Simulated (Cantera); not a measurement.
Cantera run, input and output.

```python
import numpy as np
import cantera as ct

gas = ct.Solution("gri30.yaml")
gas.TPX = 1025, 100000, {'CO': 1, 'H2': 0.52, 'CH4': 0.093, 'O2': 0.946, 'N2': 4.54}
reactor = ct.IdealGasConstPressureReactor(gas, energy="on", clone=False)
net = ct.ReactorNet([reactor])
net.rtol, net.atol = 1e-08, 1e-16
show = ['CO', 'H2', 'CH4', 'CH2', 'NO2', 'CH2O']
times = np.geomspace(3e-06, 0.1, 14)

steps = ct.SolutionArray(gas, extra=["t"])
rows = []
print(f"{'t/s':>10s}{'T/K':>9s}{'P/Pa':>11s}" + "".join(f"{s:>11s}" for s in show))
for t in times:
    while net.time < t:
        t_next = net.step()
        steps.append(gas.state, t=t_next)
    rows.append([np.interp(t, steps.t, y) for y in (steps.T, steps.P, *steps(*show).X.T)])
    print(f"{t:10.3e}{rows[-1][0]:9.1f}{rows[-1][1]:11.4g}" + "".join(f"{x:11.3e}" for x in rows[-1][2:]))
rate = np.gradient(steps.T, steps.t)
print("integrator steps:", len(steps.t))
if steps.T.max() > steps.T[0] + 200:
    print(f"time of steepest temperature rise: {steps.t[rate.argmax()]:.4e} s")
gas.TPX = 1025, 100000, {'CO': 1, 'H2': 0.52, 'CH4': 0.093, 'O2': 0.946, 'N2': 4.54}
gas.equilibrate("HP")
print(f"equilibrium (HP): T = {gas.T:.1f} K  " + "  ".join(f"{s} {gas[s].X[0]:.3e}" for s in show))
```

Output:

```
       t/s      T/K       P/Pa         CO         H2        CH4        CH2        NO2       CH2O
 3.000e-06   1025.0      1e+05  1.409e-01  7.325e-02  1.310e-02  4.063e-21  1.966e-32  4.253e-15
 6.684e-06   1025.0      1e+05  1.409e-01  7.325e-02  1.310e-02  4.368e-20  6.438e-31  4.010e-14
 1.489e-05   1025.0      1e+05  1.409e-01  7.325e-02  1.310e-02  4.644e-19  3.113e-29  3.995e-13
 3.318e-05   1025.0      1e+05  1.409e-01  7.325e-02  1.310e-02  5.712e-18  2.666e-27  4.186e-12
 7.392e-05   1025.0      1e+05  1.409e-01  7.325e-02  1.310e-02  1.190e-16  5.337e-25  4.971e-11
 1.647e-04   1025.0      1e+05  1.409e-01  7.325e-02  1.310e-02  1.602e-14  1.215e-21  1.216e-09
 3.669e-04   1025.7      1e+05  1.408e-01  7.315e-02  1.307e-02  8.989e-10  6.872e-15  6.619e-06
 8.176e-04   2189.1      1e+05  6.348e-02  9.994e-03  2.443e-16  8.195e-16  1.159e-08  1.759e-10
 1.822e-03   2495.2      1e+05  4.225e-02  5.285e-03  9.859e-17  6.342e-16  1.423e-07  8.312e-11
 4.058e-03   2523.4      1e+05  3.952e-02  4.842e-03  1.111e-16  6.196e-16  4.274e-07  7.658e-11
 9.042e-03   2520.2      1e+05  3.959e-02  4.865e-03  1.148e-16  6.149e-16  8.839e-07  7.714e-11
 2.015e-02   2516.5      1e+05  3.971e-02  4.895e-03  1.189e-16  6.089e-16  1.350e-06  7.785e-11
 4.488e-02   2515.0      1e+05  3.976e-02  4.908e-03  1.206e-16  6.063e-16  1.529e-06  7.815e-11
 1.000e-01   2514.9      1e+05  3.976e-02  4.909e-03  1.207e-16  6.061e-16  1.541e-06  7.817e-11
integrator steps: 1752
time of steepest temperature rise: 6.3859e-04 s
equilibrium (HP): T = 2514.9 K  CO 3.976e-02  H2 4.909e-03  CH4 1.614e-16  CH2 6.962e-16  NO2 1.541e-06  CH2O 7.817e-11
```

Detailed kinetics in Cantera: GRI-Mech 3.0 (53 species, 325 reactions).
